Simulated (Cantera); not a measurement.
An adiabatic, constant-volume homogeneous reactor starts with CO : H2 : CH4 : O2 : N2 = 1 : 0.51 : 0.98 : 3.19 : 12 (molar parts), equivalence ratio 0.85, at 1423 K and 2.10 bar. Integrator tolerance rtol = 1e-08.

Computed with Cantera and GRI-Mech 3.0 (53 species, 325 reactions).

What does this change do: O2 3.19 to 2.4 parts?


```tsv
quantity	before	after
time of steepest temperature rise	0.173 ms	0.256 ms
temperature at 0.300 s	2890 K	2862 K
equilibrium temperature	2890 K	2862 K
x(CO) at 0.300 s	0.0404 (gas-phase equilibrium 0.0404)	0.0570 (gas-phase equilibrium 0.0570)
x(H2) at 0.300 s	0.00924 (gas-phase equilibrium 0.00924)	0.0160 (gas-phase equilibrium 0.0160)
x(CH4) at 0.300 s	<1e-12 (gas-phase equilibrium <1e-12)	<1e-12 (gas-phase equilibrium <1e-12)
x(C2H2) at 0.300 s	<1e-12 (gas-phase equilibrium <1e-12)	<1e-12 (gas-phase equilibrium <1e-12)
x(O) at 0.300 s	0.00713 (gas-phase equilibrium 0.00713)	0.00340 (gas-phase equilibrium 0.00340)
x(HO2) at 0.300 s	1.44e-5 (gas-phase equilibrium 1.44e-5)	5.27e-6 (gas-phase equilibrium 5.27e-6)
x(H2O) at 0.300 s	0.118 (gas-phase equilibrium 0.118)	0.120 (gas-phase equilibrium 0.120)
```

What does this change do: pressure from 2.10 bar to 0.730 bar?


| quantity | before | after |
|---|---|---|
| time of steepest temperature rise | 0.173 ms | 0.401 ms |
| temperature at 0.300 s | 2890 K | 2804 K |
| equilibrium temperature | 2890 K | 2804 K |
| x(CO) at 0.300 s | 0.0404 (gas-phase equilibrium 0.0404) | 0.0443 (gas-phase equilibrium 0.0443) |
| x(H2) at 0.300 s | 0.00924 (gas-phase equilibrium 0.00924) | 0.0108 (gas-phase equilibrium 0.0108) |
| x(CH4) at 0.300 s | <1e-12 (gas-phase equilibrium <1e-12) | <1e-12 (gas-phase equilibrium <1e-12) |
| x(C2H2) at 0.300 s | <1e-12 (gas-phase equilibrium <1e-12) | <1e-12 (gas-phase equilibrium <1e-12) |
| x(O) at 0.300 s | 0.00713 (gas-phase equilibrium 0.00713) | 0.00912 (gas-phase equilibrium 0.00912) |
| x(HO2) at 0.300 s | 1.44e-5 (gas-phase equilibrium 1.44e-5) | 9.56e-6 (gas-phase equilibrium 9.56e-6) |
| x(H2O) at 0.300 s | 0.118 (gas-phase equilibrium 0.118) | 0.114 (gas-phase equilibrium 0.114) |
